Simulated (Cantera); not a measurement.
A Cantera script and what it prints.

```python
import numpy as np
import cantera as ct

gas_names = """
    F F2 N NF NF2 NF3 N2 Si SiF SiF2 SiF3 SiF4 SiN Si2 Si2N Si3
""".split()
cond_names = """
    Si(cr) Si(L) Si3N4(a)
""".split()


def load(file, names, dense=False):
    # The tables refer to 1 bar. Condensed volumes are neglected.
    table = {s.name: s for s in ct.Species.list_from_file(file)}
    out = []
    for n in names:
        d = dict(table[n].input_data)
        d["thermo"] = dict(d["thermo"], **{"reference-pressure": 1e5})
        if dense:
            d["equation-of-state"] = {"model": "constant-volume", "density": "1e6 g/cm^3"}
        out.append(ct.Species.from_dict(d))
    return out


gas = ct.Solution(thermo="ideal-gas", species=load("nasa_gas.yaml", gas_names))
cond = {s.name: ct.Solution(thermo="fixed-stoichiometry", species=[s], name=s.name)
        for s in load("nasa_condensed.yaml", cond_names, dense=True)}
atoms = {
    'Si': {'Si': 1},
    'F2': {'F': 2},
    'NF3': {'N': 1, 'F': 3},
}
top_T = {'Si3N4(a)': 2400}  # K; cautious upper limits of use, not melting points


def equilibrate(T, P, feed):
    n = {}
    for name, mol in feed.items():
        for a, k in atoms[name].items():
            n[a] = n.get(a, 0.0) + k * mol
    gas.TPX = T, P, n
    mass = sum(n.values()) * gas.mean_molecular_weight
    gas.equilibrate("TP")
    valid = [c for c in cond.values() if c.min_temp <= T <= top_T.get(c.name, c.max_temp)]
    mix = ct.Mixture([(gas, mass / gas.mean_molecular_weight)] + [(c, 0.0) for c in valid])
    mix.T, mix.P = T, P
    mix.equilibrate("TP", solver="vcs", rtol=1e-11, max_steps=5000)
    return mix


results = []
T = 725  # K
P = 62000  # Pa
for m in [0.69, 1.4, 2, 2.7, 3.4, 4.1, 4.7, 5.4, 6.1, 6.8, 7.4]:
    feed = {'Si': 1, 'F2': m, 'NF3': 1.1}  # mol
    mix = equilibrate(T, P, feed)
    results.append((T, P, feed, dict(zip(mix.species_names, mix.species_moles))))
    x = sorted(zip(gas.X, gas.species_names), reverse=True)
    print(f"T = {T:g} K  P = {P:g} Pa  n(F2) = {m:g} mol  gas = {mix.phase_moles(0):.4g} mol")
    print("   x: " + "  ".join(f"{s} {v:.3e}" for v, s in x if v > 0.001))
    print("   condensed (mol): " + ("  ".join(f"{mix.phase(i).name} {mix.phase_moles(i):.4g}"
          for i in range(1, mix.n_phases) if mix.phase_moles(i) > 1e-12) or "none"))
```

Output:

```
T = 725 K  P = 62000 Pa  n(F2) = 0.69 mol  gas = 1.684 mol
   x: SiF4 5.937e-01  N2 2.654e-01  NF3 1.223e-01  F2 1.825e-02
   condensed (mol): none
T = 725 K  P = 62000 Pa  n(F2) = 1.4 mol  gas = 1.961 mol
   x: SiF4 5.099e-01  NF3 3.260e-01  N2 1.174e-01  F2 4.605e-02
   condensed (mol): none
T = 725 K  P = 62000 Pa  n(F2) = 2 mol  gas = 2.233 mol
   x: SiF4 4.478e-01  NF3 4.335e-01  F2 8.821e-02  N2 2.955e-02
   condensed (mol): none
T = 725 K  P = 62000 Pa  n(F2) = 2.7 mol  gas = 2.808 mol
   x: NF3 3.897e-01  SiF4 3.561e-01  F2 2.516e-01  F 1.487e-03  N2 1.029e-03
   condensed (mol): none
T = 725 K  P = 62000 Pa  n(F2) = 3.4 mol  gas = 3.504 mol
   x: F2 3.991e-01  NF3 3.136e-01  SiF4 2.854e-01  F 1.873e-03
   condensed (mol): none
T = 725 K  P = 62000 Pa  n(F2) = 4.1 mol  gas = 4.205 mol
   x: F2 4.985e-01  NF3 2.615e-01  SiF4 2.378e-01  F 2.093e-03
   condensed (mol): none
T = 725 K  P = 62000 Pa  n(F2) = 4.7 mol  gas = 4.806 mol
   x: F2 5.608e-01  NF3 2.288e-01  SiF4 2.081e-01  F 2.220e-03
   condensed (mol): none
T = 725 K  P = 62000 Pa  n(F2) = 5.4 mol  gas = 5.507 mol
   x: F2 6.163e-01  NF3 1.997e-01  SiF4 1.816e-01  F 2.328e-03
   condensed (mol): none
T = 725 K  P = 62000 Pa  n(F2) = 6.1 mol  gas = 6.208 mol
   x: F2 6.593e-01  NF3 1.772e-01  SiF4 1.611e-01  F 2.407e-03
   condensed (mol): none
T = 725 K  P = 62000 Pa  n(F2) = 6.8 mol  gas = 6.909 mol
   x: F2 6.936e-01  NF3 1.592e-01  SiF4 1.447e-01  F 2.469e-03
   condensed (mol): none
T = 725 K  P = 62000 Pa  n(F2) = 7.4 mol  gas = 7.51 mol
   x: F2 7.178e-01  NF3 1.465e-01  SiF4 1.332e-01  F 2.512e-03
   condensed (mol): none
```

Cantera equilibrium calculation (NASA polynomials, part measured and part estimated; ideal gas, pure solids and liquids).
